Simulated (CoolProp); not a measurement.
Carbon dioxide along the isotherm 318.8 K: Z from the reference equation and from simpler models built on Tc = 304.1 K, pc = 7.377 MPa, ω = 0.224; each cubic takes its own stable root.

Values from CoolProp's reference Helmholtz-energy equation of state, Span 1996.

```
p (MPa)          phase  reference
-------  -------------  ---------
0.738              gas     0.9701
1.48               gas     0.9389
2.21               gas     0.9068
2.95               gas     0.8728
3.69               gas     0.8368
4.43               gas     0.7987
5.16               gas     0.7584
5.9                gas     0.7142
6.64               gas     0.6657
7.38     supercritical     0.6112
8.12     supercritical     0.5479
8.85     supercritical     0.4727
9.59     supercritical     0.3852
10.3     supercritical     0.3277
11.1     supercritical     0.3080
```

Q: How far does each simpler model (Redlich-Kwong, Soave-Redlich-Kwong, Peng-Robinson) lie from the reference over these 15 states: mean and median of the absolute difference, and the worst?

A: 
- Redlich-Kwong: mean 1.9 %, median 0.4 %, worst +12.2 % at 318.8 K and 11.1 MPa
- Soave-Redlich-Kwong: mean 4.1 %, median 1.0 %, worst +19.4 % at 318.8 K and 11.1 MPa
- Peng-Robinson: mean 3.0 %, median 2.3 %, worst +10.4 % at 318.8 K and 11.1 MPa
